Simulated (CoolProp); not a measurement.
A Linde-Hampson liquefier for CF4 (R14): isothermal reversible compression at 300 K from 1 atm to 20 MPa, throttling to 1 atm, return gas leaving the recuperator 2 K below the feed. Each further row changes one setting.

Computed with CoolProp (reference Helmholtz-energy equation of state, Platzer 1990). This equation is an older, rougher fit; its heat capacities, sound speeds and derivatives of the liquid may be far off and weren't checked against measurements.

```
case                        liquid yield per pass  compression work (kJ/kg of gas)
--------------------------  ---------------------  -------------------------------
as stated                                   0.269                              135
high pressure 40 MPa                        0.290                              154
warm-end temperature 330 K                  0.201                              154
warm-end gap 7 K                            0.258                              135
```
